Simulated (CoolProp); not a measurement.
Saturation properties of methanol.

Computed with CoolProp (reference Helmholtz-energy equation of state, de Reuck 1993).

```tsv
T (°C)	p (MPa)	vapour density (kg/m³)	liquid cp (kJ/(kg K))	surface tension (mN/m)	vapour viscosity (µPa s)
9.65	0.007288	0.1011	2.448	?	9.14
16.25	?	0.1442	2.483	22.9	9.35
22.85	0.01517	0.2022	2.522	22.3	9.55
29.45	0.02132	0.2790	2.563	21.8	9.76
36.05	0.02947	?	2.606	21.2	9.96
42.65	0.04014	0.5076	2.653	20.7	10.2
49.25	0.05390	0.6709	2.702	20.1	10.4
55.85	?	0.8760	2.754	19.6	10.6
62.35	0.09311	?	2.808	19.0	?
68.95	0.1205	1.439	2.865	18.4	10.9
75.55	0.1542	1.821	2.924	17.8	11.1
```

Some entries are withheld; supply them.


- 9.65, surface tension (mN/m): 23.4
- 16.25, p (MPa): 0.01061
- 36.05, vapour density (kg/m³): 0.3790
- 55.85, p (MPa): 0.07142
- 62.35, vapour density (kg/m³): 1.127
- 62.35, vapour viscosity (µPa s): 10.8

It boils at 64.5 °C under 1 atm.

Viscosity comes from a separate model (Xiang 2006). Surface tension comes from a separate correlation (Mulero 2012).
